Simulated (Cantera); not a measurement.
# Catalytic combustion on Pt

An isothermal plug-flow reactor at 675 K and 0.300 bar (inlet), inlet velocity 3.4 m/s, active area per volume 3400 1/m; feed 2.87 % CO, 4.04 % O₂, 84.0 % N₂, 9.04 % H₂O.

Cantera simulation using Deutschmann's 1995 Pt surface mechanism with GRI-Mech 3.0 gas chemistry; the numbers are that mechanism's predictions, not measurements. Catalytic surfaces can have several steady states; this one follows from the mechanism file's or the stated starting coverage. Mass transfer to the wall is taken as infinitely fast.

```tsv
z (m)	x CO	x O₂	x H₂O	x CO₂	θ free Pt	θ O*	θ CO*
0.00014	0.0286	0.0404	0.0904	0.000118	0.0342	0.00230	0.963
0.00023	0.0285	0.0403	0.0904	0.000194	0.0343	0.00231	0.963
0.00038	0.0284	0.0403	0.0904	0.000321	0.0343	0.00232	0.963
0.00063	0.0282	0.0402	0.0904	0.000533	0.0345	0.00233	0.963
0.0011	0.0278	0.0400	0.0905	0.000936	0.0347	0.00235	0.963
0.0018	0.0272	0.0397	0.0905	0.00154	0.0351	0.00239	0.962
0.0029	0.0262	0.0392	0.0905	0.00252	0.0358	0.00245	0.961
0.0049	0.0244	0.0383	0.0906	0.00436	0.0372	0.00259	0.960
0.0082	0.0212	0.0367	0.0908	0.00766	0.0401	0.00289	0.957
0.014	0.0141	0.0333	0.0911	0.0148	0.0498	0.00410	0.946
```
x: gas mole fraction; θ: surface coverage.
